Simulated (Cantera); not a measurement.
An isothermal, constant-pressure homogeneous reactor starts with CH4 : N2 = 1 : 2.5 (molar parts), at 1500 K and 0.0263 atm. Integrator tolerance rtol = 1e-08.

Computed with Cantera and GRI-Mech 3.0 (53 species, 325 reactions). GRI-Mech 3.0 stops at C3 and has no aromatics, soot or wall deposition, so with more carbon than oxygen in the feed, carbon stays in small species such as C2H2 where larger ones or solid carbon would form. Radical loss at walls, strong at low pressure, is not modelled.

What does this change do: temperature 1500 to 1625 K?


```
quantity                                             before                                      after
----------------  -----------------------------------------  -----------------------------------------
x(CH4) at 100 s     0.00431 (gas-phase equilibrium 0.00110)  0.000431 (gas-phase equilibrium 0.000312)
x(HCN) at 100 s      1.41e-7 (gas-phase equilibrium 0.0904)     2.65e-6 (gas-phase equilibrium 0.0973)
x(C2H4) at 100 s  0.000271 (gas-phase equilibrium 0.000163)    8.74e-5 (gas-phase equilibrium 4.92e-5)
x(C2H) at 100 s     3.78e-8 (gas-phase equilibrium 2.32e-8)    3.21e-7 (gas-phase equilibrium 1.80e-7)
x(C2H2) at 100 s       0.109 (gas-phase equilibrium 0.0653)       0.111 (gas-phase equilibrium 0.0623)
x(H) at 100 s       6.03e-5 (gas-phase equilibrium 6.25e-5)  0.000251 (gas-phase equilibrium 0.000251)
x(CH2) at 100 s    2.43e-9 (gas-phase equilibrium 6.56e-10)    4.77e-9 (gas-phase equilibrium 3.45e-9)
```

What does this change do: pressure from 0.0263 atm to 0.132 atm?


| quantity | before | after |
|---|---|---|
| x(CH4) at 100 s | 0.00431 (gas-phase equilibrium 0.00110) | 0.00686 (gas-phase equilibrium 0.00531) |
| x(HCN) at 100 s | 1.41e-7 (gas-phase equilibrium 0.0904) | 7.34e-8 (gas-phase equilibrium 0.0894) |
| x(C2H4) at 100 s | 0.000271 (gas-phase equilibrium 0.000163) | 0.00131 (gas-phase equilibrium 0.000781) |
| x(C2H) at 100 s | 3.78e-8 (gas-phase equilibrium 2.32e-8) | 1.72e-8 (gas-phase equilibrium 1.02e-8) |
| x(C2H2) at 100 s | 0.109 (gas-phase equilibrium 0.0653) | 0.107 (gas-phase equilibrium 0.0636) |
| x(H) at 100 s | 6.03e-5 (gas-phase equilibrium 6.25e-5) | 2.76e-5 (gas-phase equilibrium 2.77e-5) |
| x(CH2) at 100 s | 2.43e-9 (gas-phase equilibrium 6.56e-10) | 8.35e-10 (gas-phase equilibrium 6.42e-10) |

What does this change do: temperature 1500 to 1925 K?


```tsv
quantity	before	after
x(CH4) at 100 s	0.00431 (gas-phase equilibrium 0.00110)	3.53e-5 (gas-phase equilibrium 2.91e-5)
x(HCN) at 100 s	1.41e-7 (gas-phase equilibrium 0.0904)	0.000800 (gas-phase equilibrium 0.110)
x(C2H4) at 100 s	0.000271 (gas-phase equilibrium 0.000163)	1.01e-5 (gas-phase equilibrium 5.09e-6)
x(C2H) at 100 s	3.78e-8 (gas-phase equilibrium 2.32e-8)	1.62e-5 (gas-phase equilibrium 8.19e-6)
x(C2H2) at 100 s	0.109 (gas-phase equilibrium 0.0653)	0.110 (gas-phase equilibrium 0.0557)
x(H) at 100 s	6.03e-5 (gas-phase equilibrium 6.25e-5)	0.00339 (gas-phase equilibrium 0.00339)
x(CH2) at 100 s	2.43e-9 (gas-phase equilibrium 6.56e-10)	9.10e-8 (gas-phase equilibrium 7.51e-8)
```
